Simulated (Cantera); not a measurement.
Input: 1 mol BF3, 0.92 mol O2, 0.11 mol N2, held at 1500 Pa.

These are equilibrium values from Cantera (NASA tables, ideal gas, pure condensed phases), not measurements of a reactor. Candidate condensed phases: B, BN, B2O3; 31 gas species. The tables' values for BF2 are old estimates; treat these amounts as uncertain. Kinetics and transport are ignored. All values below are at 2023 K.

Base state: BF3 0.473, O2 0.436, N2 0.0517, F 0.0216, BOF 0.0107, O 0.00429, NO 0.00301, BOF2 0.000203 (mole fractions); condensed: gas only.

Task: What changes in the equilibrium state with this change: BF3 replaced by B2H6?

Result: 
```csv
species,before,after
H2,0,0.647
HBO,0,0.166
B2O2,<1e-9,0.112
BF3,0.473,0
O2,0.436,<1e-9
BO,1.86e-9,0.0453
F,0.0216,0
H,0,0.0125
BOF,0.0107,0
N2,0.0517,0.0110
B2O3,<1e-9,0.00498
O,0.00429,<1e-9
"B(s), mol",0,0.0501
"BN(s), mol",0,0.130
```
The feed counts by its element totals alone. Mutual solubility and eutectic melting of coexisting phases are not modelled. The tables' values for BH2 are old estimates; treat these amounts as uncertain. Further candidate phases: B3O3H3, H2O.
